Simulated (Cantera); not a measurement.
A closed system holds: 1 mol BCl3, a varied amount of NH3, at 1000 K and 75.0 Torr.

Method: chemical equilibrium by Gibbs-energy minimisation in Cantera with the NASA 1993 tables (ideal gas, pure condensed phases). Candidate condensed phases: B, BN, NH4Cl; 21 gas species. Equilibrium is a limit: real reactors are often held back by kinetics, nucleation or transport.

### Question
At 3.9 mol NH3, list the 3 most abundant gas species with their mole fractions, and the condensed phases.

### Answer
H2 0.494, HCl 0.341, N2 0.165. Condensed: BN(s).
